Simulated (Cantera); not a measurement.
A perfectly stirred reactor is fed with 27.9 % H2, 15.5 % O2, 49.5 % N2, 7.12 % H2O, at 100.0 Torr; it is held at 1173 K, and followed from long to short residence time.

Model: GRI-Mech 3.0 (53 species, 325 reactions), integrated in Cantera. The temperature is held fixed by assumption; the heat of reaction is taken as removed at once.

Task: Predict: x(H2) at τ = 2.70 s; x(O2) at τ = 2.70 s; x(NO) at τ = 2.70 s; x(HO2) at τ = 2.70 s; x(OH) at τ = 2.70 s; x(H2) at τ = 22.0 ms; x(O2) at τ = 22.0 ms; x(NO) at τ = 22.0 ms; x(HO2) at τ = 22.0 ms; x(OH) at τ = 22.0 ms.

Result: 
```json
{
 "x(H2) at τ = 2.70 s": "0.000725",
 "x(O2) at τ = 2.70 s": "0.0183",
 "x(NO) at τ = 2.70 s": "1.77e-7",
 "x(HO2) at τ = 2.70 s": "2.98e-6",
 "x(OH) at τ = 2.70 s": "0.000324",
 "x(H2) at τ = 22.0 ms": "0.0124",
 "x(O2) at τ = 22.0 ms": "0.0245",
 "x(NO) at τ = 22.0 ms": "1.72e-6",
 "x(HO2) at τ = 22.0 ms": "7.32e-6",
 "x(OH) at τ = 22.0 ms": "0.00158"
}
```
